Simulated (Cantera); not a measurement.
A Cantera script and what it prints.

```python
import numpy as np
import cantera as ct

gas_names = """
    N NO NO2 NO3 N2 N2O O O2 O3 Si SiN SiO SiO2 Si2 Si2N Si3
""".split()
cond_names = """
    Si(cr) Si(L) SiO2(Lqz) SiO2(hqz) SiO2(L) Si2N2O(s) Si3N4(a)
""".split()


# ... load() reads the species with a 1 bar reference pressure and builds the phases ...
atoms = {
    'Si': {'Si': 1},
    'O2': {'O': 2},
    'N2': {'N': 2},
}
top_T = {'Si2N2O(s)': 2100, 'Si3N4(a)': 2400}  # K; cautious upper limits of use, not melting points


# ... equilibrate(T, P, feed) seeds the gas with the atoms and calls Mixture.equilibrate('TP', solver="vcs", rtol=1e-11, max_steps=5000) ...
results = []
feed = {'Si': 1, 'O2': 0.0071, 'N2': 150}  # mol
for P in [0.1, 0.75, 5.6, 42, 320, 2400, 18000, 130000, 1000000]:
    for T in [1973, 1998, 2023, 2048, 2073, 2098, 2123, 2148, 2173, 2198]:
        mix = equilibrate(T, P, feed)
        results.append((T, P, feed, dict(zip(mix.species_names, mix.species_moles))))

for T, P, feed, n in results:
    print(f"{T:7g} {P:10.4g}  " + (" + ".join(c for c in cond_names if n.get(c, 0) > 1e-12) or "gas only"))
```

Result:

```
   1973        0.1  gas only
   1998        0.1  gas only
   2023        0.1  gas only
   2048        0.1  gas only
   2073        0.1  gas only
   2098        0.1  gas only
   2123        0.1  gas only
   2148        0.1  gas only
   2173        0.1  gas only
   2198        0.1  gas only
   1973       0.75  gas only
   1998       0.75  gas only
   2023       0.75  gas only
   2048       0.75  gas only
   2073       0.75  gas only
   2098       0.75  gas only
   2123       0.75  gas only
   2148       0.75  gas only
   2173       0.75  gas only
   2198       0.75  gas only
   1973        5.6  gas only
   1998        5.6  gas only
   2023        5.6  gas only
   2048        5.6  gas only
   2073        5.6  gas only
   2098        5.6  gas only
   2123        5.6  gas only
   2148        5.6  gas only
   2173        5.6  gas only
   2198        5.6  gas only
   1973         42  gas only
   1998         42  gas only
   2023         42  gas only
   2048         42  gas only
   2073         42  gas only
   2098         42  gas only
   2123         42  gas only
   2148         42  gas only
   2173         42  gas only
   2198         42  gas only
   1973        320  gas only
   1998        320  gas only
   2023        320  gas only
   2048        320  gas only
   2073        320  gas only
   2098        320  gas only
   2123        320  gas only
   2148        320  gas only
   2173        320  gas only
   2198        320  gas only
   1973       2400  Si(L)
   1998       2400  Si(L)
   2023       2400  Si(L)
   2048       2400  Si(L)
   2073       2400  Si(L)
   2098       2400  Si(L)
   2123       2400  gas only
   2148       2400  gas only
   2173       2400  gas only
   2198       2400  gas only
   1973    1.8e+04  Si3N4(a)
   1998    1.8e+04  Si3N4(a)
   2023    1.8e+04  Si(L)
   2048    1.8e+04  Si(L)
   2073    1.8e+04  Si(L)
   2098    1.8e+04  Si(L)
   2123    1.8e+04  Si(L)
   2148    1.8e+04  Si(L)
   2173    1.8e+04  Si(L)
   2198    1.8e+04  Si(L)
   1973    1.3e+05  Si3N4(a)
   1998    1.3e+05  Si3N4(a)
   2023    1.3e+05  Si3N4(a)
   2048    1.3e+05  Si3N4(a)
   2073    1.3e+05  Si3N4(a)
   2098    1.3e+05  Si3N4(a)
   2123    1.3e+05  Si3N4(a)
   2148    1.3e+05  Si3N4(a)
   2173    1.3e+05  Si(L)
   2198    1.3e+05  Si(L)
   1973      1e+06  Si2N2O(s) + Si3N4(a)
   1998      1e+06  Si3N4(a)
   2023      1e+06  Si3N4(a)
   2048      1e+06  Si3N4(a)
   2073      1e+06  Si3N4(a)
   2098      1e+06  Si3N4(a)
   2123      1e+06  Si3N4(a)
   2148      1e+06  Si3N4(a)
   2173      1e+06  Si3N4(a)
   2198      1e+06  Si3N4(a)
```

Method: chemical equilibrium by Gibbs-energy minimisation in Cantera with the NASA 1993 tables (ideal gas, pure condensed phases). Mutual solubility and eutectic melting of coexisting phases are not modelled.
